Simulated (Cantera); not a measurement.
A Cantera script and what it prints.

```python
import numpy as np
import cantera as ct

gas_names = """
    CL CL2 H HCL H2 Si SiCL SiCL2 SiCL3 SiCL4 SiH SiHCL3 SiH2 SiH2CL2 SiH3 SiH3CL SiH4 Si2 Si3
""".split()
cond_names = """
    Si(cr) Si(L)
""".split()


# ... load() reads the species with a 1 bar reference pressure and builds the phases ...
atoms = {
    'SiCl4': {'Si': 1, 'CL': 4},
    'HCl': {'H': 1, 'CL': 1},
    'H2': {'H': 2},
}
top_T = {}  # K; cautious upper limits of use, not melting points


# ... equilibrate(T, P, feed) seeds the gas with the atoms and calls Mixture.equilibrate('TP', solver="vcs", rtol=1e-11, max_steps=5000) ...
results = []
feed = {'SiCl4': 1, 'HCl': 4.1, 'H2': 0.72}  # mol
P = 101325  # Pa
for T in [650, 750, 850, 950, 1050, 1150, 1250, 1350, 1450, 1550]:
    mix = equilibrate(T, P, feed)
    results.append((T, P, feed, dict(zip(mix.species_names, mix.species_moles))))
    x = sorted(zip(gas.X, gas.species_names), reverse=True)
    print(f"T = {T:g} K  P = {P:g} Pa  gas = {mix.phase_moles(0):.4g} mol")
    print("   x: " + "  ".join(f"{s} {v:.3e}" for v, s in x if v > 1e-05))
    print("   condensed (mol): " + ("  ".join(f"{mix.phase(i).name} {mix.phase_moles(i):.4g}"
          for i in range(1, mix.n_phases) if mix.phase_moles(i) > 1e-12) or "none"))
```

Output:

```
T = 650 K  P = 101325 Pa  gas = 5.82 mol
   x: HCL 7.045e-01  SiCL4 1.718e-01  H2 1.237e-01
   condensed (mol): none
T = 750 K  P = 101325 Pa  gas = 5.82 mol
   x: HCL 7.045e-01  SiCL4 1.718e-01  H2 1.237e-01  SiHCL3 1.365e-05
   condensed (mol): none
T = 850 K  P = 101325 Pa  gas = 5.82 mol
   x: HCL 7.045e-01  SiCL4 1.718e-01  H2 1.237e-01  SiHCL3 5.003e-05
   condensed (mol): none
T = 950 K  P = 101325 Pa  gas = 5.82 mol
   x: HCL 7.046e-01  SiCL4 1.717e-01  H2 1.236e-01  SiHCL3 1.381e-04
   condensed (mol): none
T = 1050 K  P = 101325 Pa  gas = 5.82 mol
   x: HCL 7.048e-01  SiCL4 1.715e-01  H2 1.234e-01  SiHCL3 3.116e-04  SiCL3 2.827e-05
   condensed (mol): none
T = 1150 K  P = 101325 Pa  gas = 5.82 mol
   x: HCL 7.052e-01  SiCL4 1.710e-01  H2 1.230e-01  SiHCL3 6.059e-04  SiCL3 1.591e-04
   condensed (mol): none
T = 1250 K  P = 101325 Pa  gas = 5.822 mol
   x: HCL 7.060e-01  SiCL4 1.700e-01  H2 1.223e-01  SiHCL3 1.048e-03  SiCL3 6.707e-04  SiCL2 1.894e-05
   condensed (mol): none
T = 1350 K  P = 101325 Pa  gas = 5.827 mol
   x: HCL 7.077e-01  SiCL4 1.676e-01  H2 1.206e-01  SiCL3 2.239e-03  SiHCL3 1.636e-03  SiCL2 1.493e-04
   condensed (mol): none
T = 1450 K  P = 101325 Pa  gas = 5.843 mol
   x: HCL 7.118e-01  SiCL4 1.619e-01  H2 1.171e-01  SiCL3 6.088e-03  SiHCL3 2.295e-03  SiCL2 8.363e-04  CL 1.592e-05
   condensed (mol): none
T = 1550 K  P = 101325 Pa  gas = 5.88 mol
   x: HCL 7.203e-01  SiCL4 1.504e-01  H2 1.095e-01  SiCL3 1.350e-02  SiCL2 3.376e-03  SiHCL3 2.811e-03  CL 5.436e-05  H 1.035e-05
   condensed (mol): none
```

Equilibrium computed with Cantera from the NASA thermochemical tables; the gas is ideal and each condensed phase is pure. The tables' values for SiCl3 are old estimates; treat these amounts as uncertain.
